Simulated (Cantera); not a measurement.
**Equilibrium for tantalum, niobium, vanadium and zirconium in process gases: V + N₂O + N₂**

Input: 1 mol V, a varied amount of N₂O, 2.4 mol N₂, at 1975 K and 36.0 Pa.

Cantera equilibrium calculation (NASA polynomials, part measured and part estimated; ideal gas, pure solids and liquids). Candidate condensed phases: V, VN, VO, V₂O₃, V₂O₄, V₂O₅; 13 gas species. Mutual solubility and eutectic melting of coexisting phases are not modelled. VO: taken at fixed stoichiometry. Condensed phases not in the tables: the oxides between V₂O₃ and V₂O₅ other than VO₂, V₂N, N, O or C dissolved in the metal. The numbers say what is thermodynamically allowed, not how fast it happens.

| n(N₂O) (mol) | x N₂ | x VO₂ | x O₂ | x O | n V(s) | n VO(s) | n V₂O₃(s) |
|---|---|---|---|---|---|---|---|
| 0.34 | 0.992 | 0.000274 | 1.41e-11 | 1.09e-7 | 0.649 | 0.328 | 0 |
| 0.58 | 0.992 | 0.000274 | 1.41e-11 | 1.09e-7 | 0.408 | 0.567 | 0 |
| 0.81 | 0.992 | 0.000274 | 1.41e-11 | 1.09e-7 | 0.177 | 0.796 | 0 |
| 1.1 | 0.972 | 0.0248 | 1.15e-7 | 9.86e-6 | 0 | 0.876 | 0.0108 |
| 1.3 | 0.972 | 0.0248 | 1.15e-7 | 9.86e-6 | 0 | 0.480 | 0.206 |
| 1.5 | 0.972 | 0.0248 | 1.15e-7 | 9.86e-6 | 0 | 0.0844 | 0.401 |
| 1.8 | 0.874 | 0.125 | 7.36e-5 | 0.000249 | 0 | 0 | 0.199 |
| 2 | 0.815 | 0.183 | 0.000342 | 0.000537 | 0 | 0 | 0.00550 |
| 2.2 | 0.805 | 0.175 | 0.0148 | 0.00354 | 0 | 0 | 0 |
| 2.5 | 0.793 | 0.162 | 0.0363 | 0.00553 | 0 | 0 | 0 |
x: gas mole fraction; n: condensed amount in mol.

From 0.34 mol N₂O to 0.81 mol N₂O the condensed part is V(s) + VO(s). From 1.1 mol N₂O to 1.5 mol N₂O the condensed part is VO(s) + V₂O₃(s). From 1.8 mol N₂O to 2 mol N₂O the condensed part is V₂O₃(s). From 2.2 mol N₂O to 2.5 mol N₂O nothing is condensed. The main V-bearing gas is V at 0.34 mol N₂O and VO₂ at 2.5 mol N₂O.
